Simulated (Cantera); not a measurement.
**Stirred combustor or abatement burner**

A perfectly stirred reactor is fed with 7.34 % CH4, 2.79 % CO, 11.4 % O2, 67.7 % N2, 5.87 % H2O, 4.84 % H2, equivalence ratio 1.6, at 0.987 atm; it is adiabatic with a 425 K inlet, and is followed from long to short residence time, starting on the burning branch (τ in s: 0.28, 0.12, 0.049, 0.021, 0.0088, 0.0037, 0.0016, 0.00067, 0.00028, 0.00012, 5.1e-05, 2.1e-05, 9e-06).

Cantera simulation using GRI-Mech 3.0 (53 species, 325 reactions); the numbers are that mechanism's predictions, not measurements.

| τ (s) | T (K) | x CH4 | x CO | x O2 | x HO2 | x H |
|---|---|---|---|---|---|---|
| 0.28 | 1621 | 0.00624 | 0.0457 | 0.00101 | 1.97e-7 | 4.95e-5 |
| 0.12 | 1612 | 0.00647 | 0.0467 | 0.00173 | 4.07e-7 | 6.67e-5 |
| 0.049 | 1595 | 0.00676 | 0.0489 | 0.00304 | 8.93e-7 | 9.16e-5 |
| 0.021 | 1565 | 0.00742 | 0.0526 | 0.00548 | 2.02e-6 | 0.000118 |
| 0.0088 | 425 | 0.0734 | 0.0279 | 0.114 | <1e-12 | <1e-12 |
| 0.0037 | 425 | 0.0734 | 0.0279 | 0.114 | <1e-12 | <1e-12 |
| 0.0016 | 425 | 0.0734 | 0.0279 | 0.114 | <1e-12 | <1e-12 |
| 0.00067 | 425 | 0.0734 | 0.0279 | 0.114 | <1e-12 | <1e-12 |
| 0.00028 | 425 | 0.0734 | 0.0279 | 0.114 | <1e-12 | <1e-12 |
| 0.00012 | 425 | 0.0734 | 0.0279 | 0.114 | <1e-12 | <1e-12 |
| 5.1e-5 | 425 | 0.0734 | 0.0279 | 0.114 | <1e-12 | <1e-12 |
| 2.1e-5 | 425 | 0.0734 | 0.0279 | 0.114 | <1e-12 | <1e-12 |
| 9.0e-6 | 425 | 0.0734 | 0.0279 | 0.114 | <1e-12 | <1e-12 |
x: mole fraction; the columns are a selection and need not sum to one.
